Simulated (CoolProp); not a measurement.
Saturated liquid density (kg/m³) of methanol: the reference equation beside estimates from Tc = 513.4 K, pc = 8216 kPa, ω = 0.565. Rackett uses Z = 0.29056 − 0.08775 ω.

The numbers come from the reference Helmholtz-energy equation of state, de Reuck 1993 in CoolProp.

| T (K) | reference | Rackett | van der Waals | Redlich-Kwong | Soave-Redlich-Kwong | Peng-Robinson |
|---|---|---|---|---|---|---|
| 255.8 | 826.0 | 823.3 | 404.7 | 601.0 | 632.3 | 709.7 |
| 271.8 | 810.9 | 806.1 | 397.6 | 589.1 | 623.1 | 700.0 |
| 287.8 | 795.9 | 788.3 | 390.1 | 576.6 | 613.0 | 689.3 |
| 303.8 | 780.9 | 770.1 | 382.3 | 563.3 | 602.1 | 677.7 |
| 319.8 | 765.8 | 751.3 | 374.1 | 549.2 | 590.2 | 665.1 |
| 335.9 | … | 731.7 | 365.5 | 534.1 | 577.2 | 651.1 |
| 351.9 | 733.9 | 711.5 | 356.4 | … | 562.9 | 635.7 |
| 367.9 | 716.8 | 690.5 | 346.8 | 501.1 | 547.3 | 618.7 |
| 383.9 | 698.5 | 668.4 | 336.6 | 482.9 | 530.0 | 599.8 |
| 399.9 | 678.7 | … | 325.7 | 463.3 | 510.8 | 578.6 |

### Question
Some entries are withheld; supply them.

### Answer

- 335.9, reference: 750.1
- 351.9, Redlich-Kwong: 518.2
- 399.9, Rackett: 645.1

Absolute difference from the reference over all 10 rows, mean and median: Rackett 2.4 and 2.2 %, van der Waals 51.3 and 51.2 %, Redlich-Kwong 28.9 and 28.5 %, Soave-Redlich-Kwong 23.4 and 23.2 %, Peng-Robinson 13.7 and 13.5 %.
